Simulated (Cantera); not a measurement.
Input: 1 mol AlN, 0.018 mol H2O, 0.92 mol O2, held at 0.0350 bar.

These are equilibrium values from Cantera (NASA tables, ideal gas, pure condensed phases), not measurements of a reactor. Candidate condensed phases: Al, AlN, Al2O3, H2O; 35 gas species. The numbers say what is thermodynamically allowed, not how fast it happens. All values below are at 675 °C.

Base state: N2 0.727, O2 0.247, H2O 0.0262, NO 1.78e-5 (mole fractions); condensed: Al2O3(s).

**Question.** What changes in the equilibrium state with this change: AlN replaced by Si?

**Answer.** 
| species | before | after |
|---|---|---|
| H2 | <1e-9 | 1.00 |
| H2O | 0.0262 | <1e-9 |
| N2 | 0.727 | 0 |
| O2 | 0.247 | <1e-9 |
| NO | 1.78e-5 | 0 |
| Al2O3(s), mol | 0.500 | 0 |
| Si(s), mol | 0 | 0.0710 |
| SiO2(β-quartz), mol | 0 | 0.929 |
Further candidate phases: Si, SiO2.
